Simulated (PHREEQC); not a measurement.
Make-up at 20 °C: 0.0038 mol NaOH, 0.00062 mol KHF2 and 0.11 mol NaHCO3 per kg of water. Closed to the air; pH follows from the charge balance.

Computed with PHREEQC (ion-association model, phreeqc.dat).

| quantity | before | after |
|---|---|---|
| pH | 8.44 | 8.12 |
| ionic strength (mol/kgw) | 0.112 | 0.110 |
| NaHCO3 (mol/kgw) | 0.00380 | 0.00332 |
| CO3-2 (mol/kgw) | 0.00243 | 0.00172 |
| NaCO3- (mol/kgw) | 0.00144 | 0.00261 |
| CO2 (mol/kgw) | 0.000688 | 0.00115 |

Question: Which change was made?
(A) temperature from 20 to 40 °C
(B) KHF2 replaced by K2HPO4 at the same molality
(C) temperature from 20 to 10 °C
(D) temperature from 20 to 25 °C

Answer: A, temperature from 20 to 40 °C

No solid was allowed to form. At this temperature some constants are extrapolated from 25 °C, and those without enthalpy data are left unchanged.
